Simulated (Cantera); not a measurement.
## CH3Cl + Si (fluorocarbon and chlorocarbon gases)

A closed system holds: 1 mol CH3Cl, 0.0091 mol Si, equilibrated at 0.830 bar.

These are equilibrium values from Cantera (NASA tables, ideal gas, pure condensed phases), not measurements of a reactor. Candidate condensed phases: C, C6H6, C7H8, C8H18, Si, SiC; 109 gas species. The tables' values for SiCl3 are old estimates; treat these amounts as uncertain. The numbers say what is thermodynamically allowed, not how fast it happens.

| T (K) | x H2 | x HCl | x SiCl2 | x SiCl4 | x H | x Cl | n C(graphite) |
|---|---|---|---|---|---|---|---|
| 1500 | 0.509 | 0.486 | 0.000417 | 0.00316 | 1.38e-5 | 1.06e-5 | 0.999 |
| 1550 | 0.509 | 0.486 | 0.000739 | 0.00264 | 2.47e-5 | 1.88e-5 | 0.999 |
| 1600 | 0.508 | 0.487 | 0.00117 | 0.00208 | 4.25e-5 | 3.22e-5 | 0.999 |
| 1650 | 0.507 | 0.488 | 0.00167 | 0.00154 | 7.10e-5 | 5.35e-5 | 0.999 |
| 1700 | 0.507 | 0.488 | 0.00217 | 0.00108 | 0.000115 | 8.63e-5 | 0.999 |
| 1750 | 0.506 | 0.489 | 0.00262 | 0.000730 | 0.000182 | 0.000135 | 0.999 |
| 1800 | 0.506 | 0.489 | 0.00299 | 0.000483 | 0.000279 | 0.000207 | 0.999 |
| 1850 | 0.505 | 0.489 | 0.00329 | 0.000317 | 0.000420 | 0.000309 | 0.999 |
| 1900 | 0.505 | 0.489 | 0.00353 | 0.000208 | 0.000619 | 0.000453 | 0.999 |
| 1950 | 0.504 | 0.489 | 0.00371 | 0.000138 | 0.000894 | 0.000650 | 0.999 |
| 2000 | 0.504 | 0.489 | 0.00386 | 9.21e-5 | 0.00127 | 0.000916 | 0.998 |
| 2050 | 0.503 | 0.488 | 0.00397 | 6.24e-5 | 0.00177 | 0.00127 | 0.998 |
x: gas mole fraction; n: condensed amount in mol.

From 1500 K to 2050 K the condensed part is C(graphite). The main Si-bearing gas is SiCl4 at 1500 K and SiCl2 at 2050 K.
